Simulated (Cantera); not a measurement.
# Stirred combustor or abatement burner

A perfectly stirred reactor is fed with 4.99 % CO, 6.14 % H2, 1.55 % CH4, 18.3 % O2, 69.0 % N2, at 46000 Pa; it is adiabatic with a 525 K inlet, and is followed from long to short residence time, starting on the burning branch (τ in s: 0.096, 0.049, 0.025, 0.013, 0.0068, 0.0035, 0.0018, 0.00092, 0.00047, 0.00024, 0.00013, 6.5e-05).

Model: GRI-Mech 3.0 (53 species, 325 reactions), integrated in Cantera.

```csv
τ (s),T (K),x CO,x H2,x CH4,x HCO,x HO2
0.096,1735,0.000886,0.000269,3.38e-6,9.78e-9,2.03e-6
0.049,1726,0.00136,0.000413,5.08e-6,1.97e-8,2.93e-6
0.025,1713,0.00207,0.000629,7.66e-6,3.95e-8,4.21e-6
0.013,1694,0.00307,0.000931,1.15e-5,7.69e-8,5.89e-6
0.0068,1668,0.00448,0.00135,1.76e-5,1.47e-7,8.03e-6
0.0035,1632,0.00649,0.00192,2.79e-5,2.80e-7,1.07e-5
0.0018,1582,0.00934,0.00265,4.69e-5,5.23e-7,1.40e-5
0.00092,1516,0.0137,0.00359,8.65e-5,9.63e-7,1.81e-5
0.00047,1427,0.0208,0.00494,0.000187,1.76e-6,2.39e-5
0.00024,1300,0.0334,0.00831,0.000577,3.23e-6,3.48e-5
0.00013,525,0.0499,0.0614,0.0155,<1e-12,<1e-12
6.5e-5,525,0.0499,0.0614,0.0155,<1e-12,<1e-12
```
x: mole fraction; the columns are a selection and need not sum to one.
